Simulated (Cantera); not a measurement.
## ZrO2 + H2 (hydrogen reduction and annealing atmospheres)

Feed: 1 mol ZrO2, 5.5 mol H2, held at 0.143 Torr.

Cantera equilibrium calculation (NASA polynomials, part measured and part estimated; ideal gas, pure solids and liquids). Candidate condensed phases: H2O, Zr, ZrO2; 12 gas species. Equilibrium is a limit: real reactors are often held back by kinetics, nucleation or transport.

| T (K) | x H2 | x H | x ZrO | x H2O | x ZrO2 | n ZrO2(monoclinic) | n ZrO2(tetragonal) |
|---|---|---|---|---|---|---|---|
| 1250 | 1.000 | 3.51e-5 | <1e-12 | 2.82e-11 | <1e-12 | 1.00 | 0 |
| 1350 | 1.000 | 0.000173 | 4.53e-12 | 2.32e-10 | <1e-12 | 1.00 | 0 |
| 1450 | 0.999 | 0.000686 | 2.09e-10 | 1.42e-9 | <1e-12 | 1.00 | 0 |
| 1550 | 0.998 | 0.00228 | 5.78e-9 | 6.79e-9 | <1e-12 | 0 | 1.00 |
| 1650 | 0.993 | 0.00657 | 5.16e-8 | 5.44e-8 | 8.58e-12 | 0 | 1.00 |
| 1750 | 0.983 | 0.0167 | 3.44e-7 | 3.53e-7 | 2.21e-10 | 0 | 1.000 |
| 1850 | 0.962 | 0.0383 | 1.84e-6 | 1.86e-6 | 3.97e-9 | 0 | 1.000 |
| 1950 | 0.920 | 0.0798 | 8.17e-6 | 8.16e-6 | 5.28e-8 | 0 | 1.000 |
| 2050 | 0.848 | 0.152 | 3.07e-5 | 3.02e-5 | 5.43e-7 | 0 | 1.000 |
| 2150 | 0.737 | 0.263 | 9.95e-5 | 9.44e-5 | 4.48e-6 | 0 | 0.999 |
x: gas mole fraction; n: condensed amount in mol.

From 1250 K to 1450 K the condensed part is ZrO2(monoclinic). From 1550 K to 2150 K the condensed part is ZrO2(tetragonal).
